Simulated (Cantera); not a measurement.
A perfectly stirred reactor is fed with 7.30 % CH4, 2.34 % C2H6, 19.0 % O2, 71.4 % N2, at 0.711 atm; it is adiabatic with a 500 K inlet, and is followed from long to short residence time, starting on the burning branch (τ in s: 0.19, 0.071, 0.026, 0.0097, 0.0036, 0.0013, 0.00049, 0.00018, 6.6e-05, 2.4e-05).

Computed with Cantera and GRI-Mech 3.0 (53 species, 325 reactions).

One state of this run: T (K) = 2254; x CH4 = 5.69e-6; x C2H6 = 1.40e-7; x O2 = 0.000784; x CO = 0.0494; x H2O = 0.177; x H2O2 = 2.30e-8; x C2H2 = 1.32e-6. x: mole fraction; the columns are a selection and need not sum to one.

Problem. Which value of τ (s) does it belong to?
(A) 0.071
(B) 0.00049
(C) 0.00018
(D) 0.026

Solution. A, 0.071
